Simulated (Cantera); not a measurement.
Thermodynamics of silicon epitaxy and polysilicon growth, feed Si2Cl6 + HCl + N2

A closed system holds: 1 mol Si2Cl6, 3.4 mol HCl, 140 mol N2, equilibrated at 1448.15 K and 0.480 bar.

Equilibrium computed with Cantera from the NASA thermochemical tables; the gas is ideal and each condensed phase is pure. Candidate condensed phases: NH4Cl, Si, Si3N4; 28 gas species. The feed counts by its element totals alone. N2 is the only nitrogen source here; it is nearly inert below about 1500 K, so the nitride shown seldom forms there in practice. The tables' values for SiCl3 are old estimates; treat these amounts as uncertain. Kinetics and transport are ignored.

```json
{
 "x(N2)": "0.966",
 "x(HCl)": "0.0210",
 "x(SiCl4)": "0.00909",
 "x(SiCl3)": "0.00171",
 "x(H2)": "0.00124",
 "x(SiCl2)": "0.00118",
 "x(SiHCl3)": "4.61e-5",
 "x(Cl)": "6.46e-6",
 "n(Si3N4(s))": "0.0867 mol",
 "gas_amount": "144.8 mol",
 "log10 activity of Si(s) (absent)": "-2.97"
}
```
